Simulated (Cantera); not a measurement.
A Cantera script and its output.

```python
import numpy as np
import cantera as ct

gas = ct.Solution("h2o2.yaml")


def delay(T, t_max=10):
    gas.TPX = T, 620000, {'H2': 1, 'O2': 1.09, 'N2': 4.46, 'H2O': 0.43}
    reactor = ct.IdealGasReactor(gas, clone=False)
    net = ct.ReactorNet([reactor])
    net.rtol, net.atol = 1e-8, 1e-16
    while net.time < t_max:
        t_old, T_old = net.time, reactor.T
        net.step()
        if reactor.T > T + 400:  # ignition: a rise of 400 K
            return t_old + (T + 400 - T_old) / (reactor.T - T_old) * (net.time - t_old)
    return np.nan


taus = []
for T in [900, 975, 1050, 1125, 1200, 1275, 1350, 1425, 1500]:
    taus.append(delay(T))
    print(f"T0 = {T:6g} K   tau = {taus[-1]:.4e} s")
```

Result:

```
T0 =    900 K   tau = 2.2817e-01 s
T0 =    975 K   tau = 3.2583e-02 s
T0 =   1050 K   tau = 5.6530e-03 s
T0 =   1125 K   tau = 1.0324e-03 s
T0 =   1200 K   tau = 1.3634e-04 s
T0 =   1275 K   tau = 1.4408e-05 s
T0 =   1350 K   tau = 6.5465e-06 s
T0 =   1425 K   tau = 4.1718e-06 s
T0 =   1500 K   tau = 3.0360e-06 s
```

Model: the H2/O2 subset of GRI-Mech 3.0, which has no nitrogen chemistry, integrated in Cantera. The hydrogen kinetics of GRI-Mech 3.0 are dated; newer H2 mechanisms differ, most at raised pressure. Below about 950 K walls govern HO2 and H2O2 in real vessels.
